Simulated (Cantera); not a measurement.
A closed system holds: 1 mol Si, 2.4 mol Br2, 5 mol N2, equilibrated at 0.0690 bar.

Cantera equilibrium calculation (NASA polynomials, part measured and part estimated; ideal gas, pure solids and liquids). Candidate condensed phases: Br2, Si, Si3N4; 13 gas species. Rates play no part.

At 1075 K, list the 4 most abundant gas species with their mole fractions, and the condensed phases.

N2 0.777, SiBr4 0.155, Br2 0.0562, Br 0.0118. Condensed: gas only.
